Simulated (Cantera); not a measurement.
**Equilibrium for fluorocarbon and chlorocarbon gases: CH₃Cl + F₂**

Input: 1 mol CH₃Cl, 0.13 mol F₂, at 1.00 Torr.

These are equilibrium values from Cantera (NASA tables, ideal gas, pure condensed phases), not measurements of a reactor. Candidate condensed phases: C, C₆H₆, C₇H₈, C₈H₁₈; 118 gas species. Kinetics and transport are ignored.

From 1602 °C to 2402 °C the condensed part is C(graphite). The main C-bearing gas is C₂H₂ (acetylene) at 1602 °C and C₃ at 2402 °C.

```json
[
 {"T (°C)": "1602", "x H": "0.0114", "x HCl": "0.455", "x H₂": "0.403", "x Cl": "0.00974", "x HF": "0.121", "n C(graphite)": "0.999"},
 {"T (°C)": "1702", "x H": "0.0236", "x HCl": "0.440", "x H₂": "0.397", "x Cl": "0.0195", "x HF": "0.119", "n C(graphite)": "0.999"},
 {"T (°C)": "1802", "x H": "0.0454", "x HCl": "0.415", "x H₂": "0.387", "x Cl": "0.0359", "x HF": "0.117", "n C(graphite)": "0.998"},
 {"T (°C)": "1902", "x H": "0.0811", "x HCl": "0.376", "x H₂": "0.368", "x Cl": "0.0604", "x HF": "0.113", "n C(graphite)": "0.996"},
 {"T (°C)": "2002", "x H": "0.135", "x HCl": "0.323", "x H₂": "0.339", "x Cl": "0.0930", "x HF": "0.108", "n C(graphite)": "0.994"},
 {"T (°C)": "2102", "x H": "0.210", "x HCl": "0.258", "x H₂": "0.297", "x Cl": "0.131", "x HF": "0.101", "n C(graphite)": "0.990"},
 {"T (°C)": "2202", "x H": "0.303", "x HCl": "0.190", "x H₂": "0.242", "x Cl": "0.168", "x HF": "0.0930", "n C(graphite)": "0.983"},
 {"T (°C)": "2302", "x H": "0.403", "x HCl": "0.127", "x H₂": "0.180", "x Cl": "0.200", "x HF": "0.0845", "n C(graphite)": "0.968"},
 {"T (°C)": "2402", "x H": "0.492", "x HCl": "0.0779", "x H₂": "0.121", "x Cl": "0.221", "x HF": "0.0766", "n C(graphite)": "0.920"}
]
```
x: gas mole fraction; n: condensed amount in mol.
